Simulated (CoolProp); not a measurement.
The fluid at 541.62 K and 0.0972 MPa expands adiabatically to 0.0072 MPa with isentropic efficiency 0.85. The same conditions are run with several fluids, on thermodynamics alone (safety and materials aside).

The numbers come from the reference Helmholtz-energy equation of state of each fluid (dodecamethylcyclohexasiloxane (D6): Colonna 2008; dry air: Lemmon 2000; dimethyl carbonate: Zhou 2011; benzene: Thol 2012; toluene: Lemmon 2006) in CoolProp. Blends and air are pseudo-pure fits.

Rank dodecamethylcyclohexasiloxane (D6), dry air, dimethyl carbonate, benzene, toluene by work (kJ/kg), highest first.

dry air (244), benzene (118), dimethyl carbonate (103), toluene (101), dodecamethylcyclohexasiloxane (D6) (21.4)

```tsv
fluid	final temperature (K)	final density (kg/m³)
dodecamethylcyclohexasiloxane (D6)	528.5	0.733
dry air	302.0	0.0830
dimethyl carbonate	480.3	0.163
benzene	475.7	0.142
toluene	487.3	0.164
```
